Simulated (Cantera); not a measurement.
**Catalytic stagnation flow on Pt**

A jet of 1.35 % H2, 16.6 % O2, 82.0 % N2, equivalence ratio 0.041 at 300 K and 113 Torr hits a platinum plate 2.2 cm away at a mass flux of 0.025 kg/m²/s; the plate temperature is set and raised in steps from an oxygen-covered start.

Computed with Cantera and Deutschmann's 1995 Pt surface mechanism with GRI-Mech 3.0 gas chemistry. Catalytic surfaces can have several steady states; this one follows from the mechanism file's or the stated starting coverage.

```csv
plate T (K),wall x H2,wall x O2,wall x H2O,wall x OH,θ free Pt,θ O*,θ OH*
700,0.00167,0.154,0.0222,<1e-8,0.0269,0.971,0.00185
750,0.00120,0.154,0.0229,<1e-8,0.0409,0.957,0.00166
800,0.000769,0.153,0.0236,<1e-8,0.0686,0.930,0.00162
850,0.000509,0.153,0.0240,<1e-8,0.109,0.889,0.00156
900,0.000368,0.153,0.0241,2.93e-8,0.160,0.839,0.00147
950,0.000282,0.153,0.0242,8.04e-8,0.217,0.781,0.00135
1000,0.000228,0.153,0.0242,1.98e-7,0.278,0.721,0.00122
1050,0.000193,0.153,0.0240,4.50e-7,0.341,0.658,0.00108
```
x: mole fraction at the wall; θ: surface coverage.
